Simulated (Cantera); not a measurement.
Feed: 1 mol Si3N4, 11 mol HCl, held at 727 °C and 0.100 bar.

Method: chemical equilibrium by Gibbs-energy minimisation in Cantera with the NASA 1993 tables (ideal gas, pure condensed phases). Candidate condensed phases: NH4Cl, Si, Si3N4; 28 gas species. The tables' values for SiCl3 are old estimates; treat these amounts as uncertain. Rates play no part.

Base state: HCl 0.407, H2 0.323, SiCl4 0.161, N2 0.108, SiHCl3 0.000902, SiCl3 8.73e-5 (mole fractions); condensed: Si3N4(s).

### Question
What changes in the equilibrium state with this change: temperature from 727 °C to 977 °C?

### Answer
```json
[
 {"species": "HCl", "before": "0.407", "after": "0.453"},
 {"species": "H2", "before": "0.323", "after": "0.295"},
 {"species": "SiCl4", "before": "0.161", "after": "0.142"},
 {"species": "N2", "before": "0.108", "after": "0.101"},
 {"species": "SiCl2", "before": "1.15e-6", "after": "0.000943"},
 {"species": "SiCl3", "before": "8.73e-5", "after": "0.00433"},
 {"species": "SiH2Cl2", "before": "5.45e-7", "after": "1.04e-5"},
 {"species": "Si3N4(s), mol", "before": "0.436", "after": "0.471"}
]
```

### Question
What changes in the equilibrium state with this change: Si3N4 replaced by AlN?

### Answer
```
species          before    after
-------------  --------  -------
HCl               0.407    0.727
H2                0.323    0.136
AlCl3                 0   0.0908
SiCl4             0.161        0
N2                0.108   0.0455
SiHCl3         0.000902        0
SiCl3           8.73e-5        0
Al2Cl6                0  8.19e-5
Si3N4(s), mol     0.436        0
```
Further candidate phases: Al, AlCl3, AlN.
